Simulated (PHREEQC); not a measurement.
Model water analysis in mg/L, 25 °C, pH 6.26, pe 8.2:

```json
[
 {"constituent": "Na", "mg/L": "2.27"},
 {"constituent": "K", "mg/L": "2.36"},
 {"constituent": "Ca", "mg/L": "7.59"},
 {"constituent": "Mg", "mg/L": "0.536"},
 {"constituent": "Cl", "mg/L": "5.09"},
 {"constituent": "S(6) as SO4", "mg/L": "10.8"},
 {"constituent": "Alkalinity as HCO3", "mg/L": "13.6"},
 {"constituent": "Pb", "mg/L": "0.0382"},
 {"constituent": "N(5) as NO3", "mg/L": "0.0037"},
 {"constituent": "Br", "mg/L": "0.0489"},
 {"constituent": "Cd", "mg/L": "0.239"},
 {"constituent": "Li", "mg/L": "0.0106"}
]
```

Valence states are taken as typed.

Computed with PHREEQC (ion-association model, phreeqc.dat).

```json
[
 {"quantity": "CO2 (mol/kgw)", "before": "0.000266", "after": "0.000234"},
 {"quantity": "HCO3- (mol/kgw)", "before": "0.000223", "after": "0.000222"},
 {"quantity": "CaSO4 (mol/kgw)", "before": "2.76e-6", "after": "3.46e-6"},
 {"quantity": "Cd+2 (mol/kgw)", "before": "2.04e-6", "after": "2.03e-6"},
 {"quantity": "CaHCO3+ (mol/kgw)", "before": "4.63e-7", "after": "6.18e-7"},
 {"quantity": "MgSO4 (mol/kgw)", "before": "4.22e-7", "after": "9.85e-7"},
 {"quantity": "SI of Otavite (CdCO3)", "before": "-1.38", "after": "-1.20"},
 {"quantity": "SI of Pb(OH)2 (Pb(OH)2)", "before": "-2.60", "after": "-1.44"}
]
```

**Question.** Which change was made?
A) Li from 0.0106 to 0.0318 mg/L
B) temperature from 25 to 65 °C at the same typed pH
C) all concentrations times 3 at the same typed pH
D) pH from 6.26 to 6.76 at the same alkalinity

**Answer.** B, temperature from 25 to 65 °C at the same typed pH

This is a speciation only: nothing precipitates in the calculation. At this temperature some constants are extrapolated from 25 °C, and those without enthalpy data are left unchanged.
